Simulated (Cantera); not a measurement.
# Thermodynamics of aluminium nitride and oxide growth, feed Al(CH3)3 + O2 + N2

Feed: 1 mol Al(CH3)3, 7.4 mol O2, 750 mol N2, equilibrated at 1325 °C and 1.00 bar.

These are equilibrium values from Cantera (NASA tables, ideal gas, pure condensed phases), not measurements of a reactor. Candidate condensed phases: Al, AlN, Al2O3, C, C6H6, C7H8, C8H18, H2O; 148 gas species. The feed counts by its element totals alone. Kinetics and transport are ignored.

The x(N2) comes out as 0.988 and the x(H2O) is 0.00592. The x(CO2) is 0.00395. The x(O2) is 0.00174 and the x(NO) is 0.000196. The x(OH) comes out as 1.28e-5, the x(CO) is 1.84e-6 and the n(Al2O3(s)) comes out as 0.500 mol. The gas amount is 758.9 mol and the log10 activity of C(graphite) (absent) is -12.60. The log10 activity of Al(l) (absent) is -16.96.
